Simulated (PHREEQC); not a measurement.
Na2SO4 is added in steps, without added water, to 1 kg of water holding 0.0018 mol Cu(BF4)2 and 0.018 mol KCl, at 40 °C. Oxygen alone is held at its pressure in air (log pO2 = -0.68). The system is closed to CO2. Only these solids could form: Halite, Sylvite.

Base run: PHREEQC, ion-association model, phreeqc.dat. Each further column changes one thing. The table gives CuSO4 (mol/kgw).

```tsv
Na2SO4 added (mol)	base	all activity coefficients set to 1	Debye-Hückel limiting law	Davies equation for every ion
0	0	0	0	0
0.00225	0.000169	0.000397	…	0.000161
0.00375	0.000254	0.000583	0.000181	0.000241
0.006	0.000353	0.000787	0.000243	…
0.00825	0.000430	0.000933	0.000284	…
0.00975	0.000472	0.00101	0.000305	…
0.012	0.000525	0.00110	0.000327	0.000497
0.01425	0.000569	0.00117	0.000342	…
0.01575	0.000594	0.00121	0.000349	0.000563
0.018	0.000627	0.00126	0.000356	0.000595
```

Problem. What belongs in the gaps?

Solution. 
- 0.00225, Debye-Hückel limiting law: 0.000124
- 0.006, Davies equation for every ion: 0.000335
- 0.00825, Davies equation for every ion: 0.000407
- 0.00975, Davies equation for every ion: 0.000447
- 0.01425, Davies equation for every ion: 0.000539

Away from 25 °C the constants follow the database's enthalpies or fits; those with neither stay at their 25 °C values. Real BF4- forms and hydrolyses slowly; the run takes it at equilibrium.
